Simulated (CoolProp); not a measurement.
A closed Brayton cycle with dry air: compressor inlet 317.15 K and 3 MPa, high pressure 10.5 MPa, turbine inlet 765 K, compressor efficiency 0.85, turbine efficiency 0.93, recuperator effectiveness 0.9 (on enthalpy, no pinch check). Each further row changes one setting.

Computed with CoolProp (reference Helmholtz-energy equation of state, Lemmon 2000). It is a pseudo-pure fit of the blend.

```json
[
 {"case": "as stated", "thermal efficiency (%)": "(withheld)", "net work (kJ/kg)": "58.2", "compressor to turbine work": "0.74", "compressor exit (K)": "478.2", "turbine exit (K)": "560.3"},
 {"case": "turbine inlet 715 K", "thermal efficiency (%)": "(withheld)", "net work (kJ/kg)": "(withheld)", "compressor to turbine work": "0.79", "compressor exit (K)": "478.2", "turbine exit (K)": "(withheld)"},
 {"case": "compressor inlet 327.15 K", "thermal efficiency (%)": "22.7", "net work (kJ/kg)": "52.8", "compressor to turbine work": "0.76", "compressor exit (K)": "492.9", "turbine exit (K)": "560.3"},
 {"case": "high pressure 8.92 MPa", "thermal efficiency (%)": "(withheld)", "net work (kJ/kg)": "58.2", "compressor to turbine work": "0.70", "compressor exit (K)": "454.0", "turbine exit (K)": "(withheld)"},
 {"case": "recuperator effectiveness 0.5", "thermal efficiency (%)": "(withheld)", "net work (kJ/kg)": "58.2", "compressor to turbine work": "0.74", "compressor exit (K)": "478.2", "turbine exit (K)": "560.3"}
]
```

Task: Complete the blanks.

Result: 
- as stated, thermal efficiency (%): 24.8
- turbine inlet 715 K, thermal efficiency (%): 20.1
- turbine inlet 715 K, net work (kJ/kg): 43.3
- turbine inlet 715 K, turbine exit (K): 521.9
- high pressure 8.92 MPa, thermal efficiency (%): 27.2
- high pressure 8.92 MPa, turbine exit (K): 583.7
- recuperator effectiveness 0.5, thermal efficiency (%): 21.7
